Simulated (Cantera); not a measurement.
A closed system holds: 1 mol CCl₄, 1.4 mol H₂, equilibrated at 2548 K and 0.0500 bar.

Method: chemical equilibrium by Gibbs-energy minimisation in Cantera with the NASA 1993 tables (ideal gas, pure condensed phases). Candidate condensed phases: C, C₆H₆, C₇H₈, C₈H₁₈; 91 gas species. The numbers say what is thermodynamically allowed, not how fast it happens.

Base state: HCl 0.592, Cl 0.359, H₂ 0.0257, H 0.0222, Cl₂ 0.000437, C₂H₂ (acetylene) 0.000340, C₂HCl 9.66e-5, C₂H 2.32e-5 (mole fractions); condensed: C(graphite).

### Question
What changes in the equilibrium state with this change: pressure from 0.0500 bar to 0.00133 bar?

### Answer
```tsv
species	before	after
Cl	0.359	0.534
HCl	0.592	0.210
H	0.0222	0.199
H₂	0.0257	0.0551
C₂	1.92e-6	7.21e-5
C	6.36e-6	0.000238
C(graphite), mol	0.996	0.975
```
